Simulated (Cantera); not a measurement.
A freely propagating, adiabatic, planar premixed flame of 2.52 % CH₄, 1.92 % C₂H₆, 0.328 % C₃H₈, 20.0 % O₂, 75.2 % N₂, unburnt at 600 K and 13300 Pa; mixture-averaged transport, grid criteria slope 0.08 and curve 0.16, no radiation.

Detailed kinetics in Cantera: GRI-Mech 3.0 (53 species, 325 reactions). Burning velocities carry a grid error of a few per cent, more on coarse grids.

x: mole fraction of selected species; z is measured from the peak of heat release.

```json
[
 {"z (mm)": "-6.59", "T (K)": "600", "u (m/s)": "1.36", "x CH₄": "0.0252", "x C₂H₆": "0.0192", "x C₃H₈": "0.00328", "x C₂H₄": "2.06e-7", "x OH": "<1e-8", "x C₂H₂": "<1e-8"},
 {"z (mm)": "-4.39", "T (K)": "601", "u (m/s)": "1.36", "x CH₄": "0.0252", "x C₂H₆": "0.0191", "x C₃H₈": "0.00328", "x C₂H₄": "4.15e-6", "x OH": "<1e-8", "x C₂H₂": "4.28e-8"},
 {"z (mm)": "-3.29", "T (K)": "605", "u (m/s)": "1.37", "x CH₄": "0.0250", "x C₂H₆": "0.0191", "x C₃H₈": "0.00327", "x C₂H₄": "___", "x OH": "___", "x C₂H₂": "___"},
 {"z (mm)": "-2.20", "T (K)": "636", "u (m/s)": "1.45", "x CH₄": "0.0243", "x C₂H₆": "0.0188", "x C₃H₈": "0.00323", "x C₂H₄": "0.000174", "x OH": "1.08e-6", "x C₂H₂": "2.07e-6"},
 {"z (mm)": "-1.10", "T (K)": "877", "u (m/s)": "2.02", "x CH₄": "0.0196", "x C₂H₆": "0.0147", "x C₃H₈": "0.00260", "x C₂H₄": "0.00145", "x OH": "3.59e-5", "x C₂H₂": "3.00e-5"},
 {"z (mm)": "-0.549", "T (K)": "1185", "u (m/s)": "2.77", "x CH₄": "0.0130", "x C₂H₆": "0.00714", "x C₃H₈": "0.00117", "x C₂H₄": "0.00244", "x OH": "0.000331", "x C₂H₂": "9.14e-5"},
 {"z (mm)": "0", "T (K)": "1504", "u (m/s)": "3.56", "x CH₄": "0.00458", "x C₂H₆": "0.000691", "x C₃H₈": "7.35e-5", "x C₂H₄": "0.00122", "x OH": "0.00231", "x C₂H₂": "0.000145"},
 {"z (mm)": "0.549", "T (K)": "1633", "u (m/s)": "3.87", "x CH₄": "___", "x C₂H₆": "___", "x C₃H₈": "___", "x C₂H₄": "___", "x OH": "___", "x C₂H₂": "___"},
 {"z (mm)": "1.10", "T (K)": "1663", "u (m/s)": "3.94", "x CH₄": "5.27e-5", "x C₂H₆": "1.66e-8", "x C₃H₈": "<1e-8", "x C₂H₄": "2.48e-6", "x OH": "0.00661", "x C₂H₂": "1.01e-6"},
 {"z (mm)": "2.20", "T (K)": "1691", "u (m/s)": "3.99", "x CH₄": "3.15e-7", "x C₂H₆": "<1e-8", "x C₃H₈": "<1e-8", "x C₂H₄": "<1e-8", "x OH": "0.00754", "x C₂H₂": "<1e-8"},
 {"z (mm)": "4.39", "T (K)": "1728", "u (m/s)": "4.06", "x CH₄": "<1e-8", "x C₂H₆": "<1e-8", "x C₃H₈": "<1e-8", "x C₂H₄": "<1e-8", "x OH": "0.00807", "x C₂H₂": "<1e-8"},
 {"z (mm)": "8.78", "T (K)": "1777", "u (m/s)": "4.16", "x CH₄": "<1e-8", "x C₂H₆": "<1e-8", "x C₃H₈": "<1e-8", "x C₂H₄": "<1e-8", "x OH": "0.00823", "x C₂H₂": "<1e-8"},
 {"z (mm)": "17.6", "T (K)": "1839", "u (m/s)": "4.28", "x CH₄": "<1e-8", "x C₂H₆": "<1e-8", "x C₃H₈": "<1e-8", "x C₂H₄": "<1e-8", "x OH": "0.00798", "x C₂H₂": "<1e-8"}
]
```

### Question
Complete the blanks.

### Answer

- -3.29, x C₂H₄: 1.91e-5
- -3.29, x OH: 2.01e-8
- -3.29, x C₂H₂: 2.00e-7
- 0.549, x CH₄: 0.000641
- 0.549, x C₂H₆: 5.98e-6
- 0.549, x C₃H₈: 2.35e-7
- 0.549, x C₂H₄: 8.97e-5
- 0.549, x OH: 0.00523
- 0.549, x C₂H₂: 2.64e-5
